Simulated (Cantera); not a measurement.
An isothermal, constant-pressure homogeneous reactor starts with NH3 : N2 = 1 : 4.2 (molar parts), at 1575 K and 760 Torr. Integrator tolerance rtol = 1e-08.

Model: the gas-phase N/H chemistry of the illustrative SiF4/NH3 mechanism in the Surface Chemkin manual (1991), integrated in Cantera. Walls and surfaces, which speed up NH3 decomposition in real reactors, are not modelled.

```tsv
quantity	before	after
x(NH3) at 7.00 s	0.109 (gas-phase equilibrium 5.17e-6)	0.180 (gas-phase equilibrium 6.80e-8)
x(N2H2) at 7.00 s	3.30e-8 (gas-phase equilibrium <1e-12)	5.90e-7 (gas-phase equilibrium <1e-12)
x(NH2) at 7.00 s	2.10e-5 (gas-phase equilibrium 1.02e-9)	8.32e-5 (gas-phase equilibrium 1.17e-10)
x(H) at 7.00 s	8.74e-6 (gas-phase equilibrium 2.04e-5)	3.00e-6 (gas-phase equilibrium 0.000178)
x(N2) at 7.00 s	0.786 (gas-phase equilibrium 0.758)	0.805 (gas-phase equilibrium 0.758)
x(H2) at 7.00 s	0.105 (gas-phase equilibrium 0.242)	0.0149 (gas-phase equilibrium 0.242)
x(NH) at 7.00 s	1.33e-7 (gas-phase equilibrium 6.84e-12)	7.13e-7 (gas-phase equilibrium 6.83e-12)
```

Question: Name the change that produced these shifts.
A. pressure from 760 Torr to 100.0 Torr
B. temperature 1575 to 2223 K
C. temperature 1575 to 1675 K
D. pressure from 760 Torr to 10.00 Torr

Answer: D, pressure from 760 Torr to 10.00 Torr
